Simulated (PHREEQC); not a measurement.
A PHREEQC speciation (ion-association model, phreeqc.dat) at 85 °C gives pH 5.60 and these molalities:

```tsv
species	mol/kgw
Cd+2	0.0148
SO4-2	0.0135
CdSO4	0.0119
Cd(SO4)2-2	0.00134
Fe+2	3.32e-5
FeSO4	3.27e-5
CdOH+	9.71e-6
HSO4-	7.89e-6
H+	3.04e-6
Cd2OH+3	9.74e-7
OH-	1.63e-7
FeOH+	9.17e-8
```

**Question.** What are the element totals, and what could have been dissolved in 1 kg of water to give them?

**Answer.** One answer among several that fit: totals Cd 0.0280, Fe(2) 6.60e-5, S(6) 0.0281 mol/kgw, from 0.028 mol/kgw CdSO4 and 6.6e-05 mol/kgw FeSO4.

This is a speciation only: nothing precipitates in the calculation. Constants without temperature data keep their 25 °C values here.
